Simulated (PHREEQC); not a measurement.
Dissolve 0.0022 mol HCl, 0.00038 mol CuSO4 and 0.065 mol MgSO4 per kg of water at 20 °C. Closed to the air; pH follows from the charge balance.

Computed with PHREEQC (ion-association model, phreeqc.dat).

```csv
quantity,before,after
pH,3.06,3.81
ionic strength (mol/kgw),0.141,0.0196
Mg+2 (mol/kgw),0.0351,0.00483
SO4-2 (mol/kgw),0.0341,0.00481
MgSO4 (mol/kgw),0.0299,0.00168
HSO4- (mol/kgw),0.00113,4.43e-5
```

**Question.** Which change was made?
(A) CuSO4 from 0.00038 to 0.00019 mol/kgw
(B) diluted 10-fold with water
(C) CuSO4 from 0.00038 to 0.00076 mol/kgw
(D) CuSO4 left out
(E) HCl from 0.0022 to 0.00242 mol/kgw

**Answer.** B, diluted 10-fold with water

Precipitation was switched off in this run.
